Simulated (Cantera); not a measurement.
Input: 1 mol BN, a varied amount of H2, at 43.5 Torr.

Points: T (K) = 1473, 1573, 1673, 1773, 1873, 1973, 2073, 2173, 2273, 2373, 2473, 2573, 2673; n(H2) (mol) = 0.016, 0.054, 0.091, 0.13, 0.16, 0.2, 0.24, 0.28.

Cantera's Mixture.equilibrate('TP', solver="vcs", rtol=1e-11, max_steps=5000) on the NASA tables stopped like this:

```
ERROR: FAILURE its = 5001!

*******************************************************************************
CanteraError thrown by MultiPhase::equilibrate:
VCS solver failed. Return code: -1
*******************************************************************************
```

### Question
What got this run through?

### Answer
This is not unique; one that fits is The failure is numerical, not chemical. The same input converged with solver="gibbs", rtol=1e-10, max_steps=50000, and the result passed a check of the equilibrium conditions:
```
   1473      0.016  BN(s)
   1473      0.054  BN(s)
   1473      0.091  BN(s)
   1473       0.13  BN(s)
   1473       0.16  BN(s)
   1473        0.2  BN(s)
   1473       0.24  BN(s)
   1473       0.28  BN(s)
   1573      0.016  BN(s)
   1573      0.054  BN(s)
   1573      0.091  BN(s)
   1573       0.13  BN(s)
   1573       0.16  BN(s)
   1573        0.2  BN(s)
   1573       0.24  BN(s)
   1573       0.28  BN(s)
   1673      0.016  BN(s)
   1673      0.054  BN(s)
   1673      0.091  BN(s)
   1673       0.13  BN(s)
   1673       0.16  BN(s)
   1673        0.2  BN(s)
   1673       0.24  BN(s)
   1673       0.28  BN(s)
   1773      0.016  BN(s)
   1773      0.054  BN(s)
   1773      0.091  BN(s)
   1773       0.13  BN(s)
   1773       0.16  BN(s)
   1773        0.2  BN(s)
   1773       0.24  BN(s)
   1773       0.28  BN(s)
   1873      0.016  B(b) + BN(s)
   1873      0.054  B(b) + BN(s)
   1873      0.091  B(b) + BN(s)
   1873       0.13  B(b) + BN(s)
   1873       0.16  B(b) + BN(s)
   1873        0.2  B(b) + BN(s)
   1873       0.24  B(b) + BN(s)
   1873       0.28  B(b) + BN(s)
   1973      0.016  B(b) + BN(s)
   1973      0.054  B(b) + BN(s)
   1973      0.091  B(b) + BN(s)
   1973       0.13  B(b) + BN(s)
   1973       0.16  B(b) + BN(s)
   1973        0.2  B(b) + BN(s)
   1973       0.24  B(b) + BN(s)
   1973       0.28  B(b) + BN(s)
   2073      0.016  B(b) + BN(s)
   2073      0.054  B(b) + BN(s)
   2073      0.091  B(b) + BN(s)
   2073       0.13  B(b) + BN(s)
   2073       0.16  B(b) + BN(s)
   2073        0.2  B(b) + BN(s)
   2073       0.24  B(b) + BN(s)
   2073       0.28  B(b) + BN(s)
   2173      0.016  B(b) + BN(s)
   2173      0.054  B(b) + BN(s)
   2173      0.091  B(b) + BN(s)
   2173       0.13  B(b) + BN(s)
   2173       0.16  B(b) + BN(s)
   2173        0.2  B(b) + BN(s)
   2173       0.24  B(b) + BN(s)
   2173       0.28  B(b) + BN(s)
   2273      0.016  B(b) + BN(s)
   2273      0.054  B(b) + BN(s)
   2273      0.091  B(b) + BN(s)
   2273       0.13  B(b) + BN(s)
   2273       0.16  B(b) + BN(s)
   2273        0.2  B(b) + BN(s)
   2273       0.24  B(b) + BN(s)
   2273       0.28  B(b) + BN(s)
   2373      0.016  B(L) + BN(s)
   2373      0.054  B(L) + BN(s)
   2373      0.091  B(L) + BN(s)
   2373       0.13  B(L) + BN(s)
   2373       0.16  B(L) + BN(s)
   2373        0.2  B(L) + BN(s)
   2373       0.24  B(L) + BN(s)
   2373       0.28  B(L) + BN(s)
   2473      0.016  B(L) + BN(s)
   2473      0.054  B(L) + BN(s)
   2473      0.091  B(L) + BN(s)
   2473       0.13  B(L)
   2473       0.16  B(L)
   2473        0.2  B(L)
   2473       0.24  B(L)
   2473       0.28  B(L)
   2573      0.016  B(L)
   2573      0.054  B(L)
   2573      0.091  B(L)
   2573       0.13  B(L)
   2573       0.16  B(L)
   2573        0.2  B(L)
   2573       0.24  B(L)
   2573       0.28  B(L)
   2673      0.016  B(L)
   2673      0.054  B(L)
   2673      0.091  B(L)
   2673       0.13  B(L)
   2673       0.16  B(L)
   2673        0.2  B(L)
   2673       0.24  B(L)
   2673       0.28  B(L)
```

The gas is ideal and each condensed phase is pure. Mutual solubility and eutectic melting of coexisting phases are not modelled.
